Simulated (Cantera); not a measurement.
Input (Python, Cantera) and output of one run.

```python
import numpy as np
import cantera as ct

gas_names = [...]  # 136 gases of nasa_gas.yaml made of C, H, N, O
cond_names = """
    C(gr) C6H6(L) C7H8(L) C8H18(L),n-octa H2O(s) H2O(L)
""".split()


# ... load() reads the species with a 1 bar reference pressure and builds the phases ...
atoms = {
    'C2H2': {'C': 2, 'H': 2},
    'O2': {'O': 2},
    'NH3': {'N': 1, 'H': 3},
}
top_T = {'C(gr)': 4500}  # K; cautious upper limits of use, not melting points


# ... equilibrate(T, P, feed) seeds the gas with the atoms and calls Mixture.equilibrate('TP', solver="vcs", rtol=1e-11, max_steps=5000) ...
results = []
feed = {'C2H2': 1, 'O2': 0.027, 'NH3': 1.3}  # mol
T = 1148.15  # K
for P in [10, 72, 520, 3700, 27000, 190000, 1400000, 10000000]:
    mix = equilibrate(T, P, feed)
    results.append((T, P, feed, dict(zip(mix.species_names, mix.species_moles))))

top = {s: max(r[3][s] / sum(r[3][g] for g in gas_names) for r in results) for s in gas_names}
cols = sorted((s for s in top if top[s] > 0.0001), key=lambda s: -top[s])[:8]
seen = [c for c in cond_names if any(r[3].get(c, 0) > 1e-12 for r in results)]
print("log10 of partial pressures in bar; condensed amounts in mol")
print(f"{'P/Pa':>10s}" + "".join(f"{s[:9]:>10s}" for s in cols + seen))
for T, P, feed, n in results:
    ng = sum(n[g] for g in gas_names)
    print(f"{P:10.4g}" + "".join(f"{np.log10(max(n[s] / ng * P / 1e5, 1e-99)):10.3f}" for s in cols)
          + "".join(f"{n.get(c, 0):10.4g}" for c in seen))
```

Result:

```
log10 of partial pressures in bar; condensed amounts in mol
      P/Pa        H2       CH4        N2        CO       H2O       NH3       CO2      C2H6     C(gr)
        10    -4.093    -9.810    -4.750    -5.830   -11.242   -12.123   -13.052   -18.785     1.946
        72    -3.236    -8.095    -3.893    -4.973    -9.528   -10.409   -11.338   -16.213     1.946
       520    -2.377    -6.378    -3.034    -4.114    -7.810    -8.691    -9.620   -13.637     1.946
      3700    -1.525    -4.674    -2.181    -3.263    -6.107    -6.987    -7.917   -11.082     1.944
   2.7e+04    -0.664    -2.953    -1.317    -2.402    -4.385    -5.264    -6.195    -8.499     1.931
   1.9e+05     0.168    -1.288    -0.459    -1.570    -2.721    -3.587    -4.532    -6.003     1.853
   1.4e+06     0.954     0.283     0.454    -0.786    -1.151    -1.951    -2.963    -3.645     1.524
     1e+07     1.585     1.545     1.383    -0.157     0.109    -0.540    -1.706    -1.753     1.042
```

Cantera equilibrium calculation (NASA polynomials, part measured and part estimated; ideal gas, pure solids and liquids). The ideal-gas law is rough above about 30 bar.
